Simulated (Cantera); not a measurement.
# Ignition delay

Mixture: 8.42 % CO, 2.19 % H2, 2.44 % CH4, 21.2 % O2, 65.7 % N2, at 1000000 Pa, adiabatic and at constant volume. Ignition delay is the time to a rise of 400 K.

Cantera simulation using GRI-Mech 3.0 (53 species, 325 reactions); the numbers are that mechanism's predictions, not measurements. Below about 1000 K GRI-Mech 3.0 lacks low-temperature oxidation paths. Below about 950 K walls govern HO2 and H2O2 in real vessels.

```tsv
T0 (K)	delay (ms)
875	215
925	50.4
975	13.3
1025	3.93
1075	1.30
1125	0.497
1175	0.224
1225	0.117
1275	0.0677
1325	0.0424
```

| Item | Result |
|---|---|
| apparent activation energy between 1225 and 1325 K | 140 kJ/mol |
